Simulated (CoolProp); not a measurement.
The fluid at 298.15 K and 0.192 MPa (liquid) is heated at constant pressure to 456.7 K. The same conditions are run with several fluids, on thermodynamics alone (safety and materials aside).

Model: reference Helmholtz-energy equation of state of each fluid (the fluoroketone C6F12O (FK-5-1-12): McLinden 2015; benzene: Thol 2012; octamethyltrisiloxane (MDM): Thol 2017; n-decane: Lemmon 2006; hexamethyldisiloxane (MM): Thol 2016), in CoolProp.

| fluid | heat (kJ/kg) | final phase | final density (kg/m³) |
|---|---|---|---|
| the fluoroketone C6F12O (FK-5-1-12) | 243 | gas | 16.5 |
| benzene | 645 | gas | 4.06 |
| octamethyltrisiloxane (MDM) | 453 | gas | 13.5 |
| n-decane | 399 | liquid | 595 |
| hexamethyldisiloxane (MM) | 493 | gas | 8.72 |
